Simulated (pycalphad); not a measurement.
Effect of Si content in Mg-Si-Al

Source of the numbers: pycalphad with the COST 507 light-alloy database (1999); pressure 1 atm. The data set is of 1999 and partly superseded. Amounts are mole fractions of atoms.

```tsv
alloy	liquidus (K)	first solid	solidus (K)	phases at 500 K
Mg-2.269Si-0.3209Al (wt.%)	952	MG2SI	906	HCP_A3 0.94, MG2SI 0.06
Mg-6.753Si-0.3189Al (wt.%)	1082	MG2SI	905	HCP_A3 0.82, MG2SI 0.18
Mg-8.981Si-0.3179Al (wt.%)	1124	MG2SI	905	HCP_A3 0.76, MG2SI 0.24
Mg-17.75Si-0.3141Al (wt.%)	1243	MG2SI	902	HCP_A3 0.53, MG2SI 0.47
```

Database names, with the compositions (at.%) that they take in these runs: MG2SI: Mg 67 Si 33. HCP_A3 is hcp.
